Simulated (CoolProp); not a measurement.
A closed Brayton cycle with carbon dioxide: compressor inlet 315.15 K and 8.2 MPa, high pressure 15.7 MPa, turbine inlet 990 K, compressor efficiency 0.8, turbine efficiency 0.85, recuperator effectiveness 0.9 (on enthalpy, no pinch check). Each further row changes one setting.

Computed with CoolProp (reference Helmholtz-energy equation of state, Span 1996).

```json
[
 {"case": "as stated", "thermal efficiency (%)": "31.0", "net work (kJ/kg)": "73.3", "compressor to turbine work": "0.27", "compressor exit (K)": "362.8", "turbine exit (K)": "906.4"},
 {"case": "turbine inlet 940 K", "thermal efficiency (%)": "30.2", "net work (kJ/kg)": "68.0", "compressor to turbine work": "[?]", "compressor exit (K)": "362.8", "turbine exit (K)": "859.3"},
 {"case": "compressor inlet 325.15 K", "thermal efficiency (%)": "30.6", "net work (kJ/kg)": "[?]", "compressor to turbine work": "0.33", "compressor exit (K)": "[?]", "turbine exit (K)": "906.4"},
 {"case": "high pressure 13.3 MPa", "thermal efficiency (%)": "27.4", "net work (kJ/kg)": "[?]", "compressor to turbine work": "[?]", "compressor exit (K)": "350.4", "turbine exit (K)": "[?]"},
 {"case": "recuperator effectiveness 0.5", "thermal efficiency (%)": "14.9", "net work (kJ/kg)": "73.3", "compressor to turbine work": "0.27", "compressor exit (K)": "362.8", "turbine exit (K)": "906.4"}
]
```

### Question
Fill in the missing entries.

### Answer

- turbine inlet 940 K, compressor to turbine work: 0.28
- compressor inlet 325.15 K, net work (kJ/kg): 67.1
- compressor inlet 325.15 K, compressor exit (K): 380.1
- high pressure 13.3 MPa, net work (kJ/kg): 56.2
- high pressure 13.3 MPa, compressor to turbine work: 0.26
- high pressure 13.3 MPa, turbine exit (K): 927.3
